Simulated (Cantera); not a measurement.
Charge: 1 mol Si, 1.9 mol Cl2, 2.8 mol H2, at 623 K and 1.70 bar.

Method: chemical equilibrium by Gibbs-energy minimisation in Cantera with the NASA 1993 tables (ideal gas, pure condensed phases). Candidate condensed phases: Si; 19 gas species. Rates play no part.

Question: What is the equilibrium state?

Answer: 
```json
{
 "x(H2)": "0.730",
 "x(SiCl4)": "0.217",
 "x(SiHCl3)": "0.0528",
 "x(SiH2Cl2)": "0.000692",
 "x(HCl)": "0.000139",
 "x(SiH3Cl)": "1.81e-6",
 "gas_amount": "3.700 mol",
 "log10 activity of Si(s) (absent)": "-1.42"
}
```
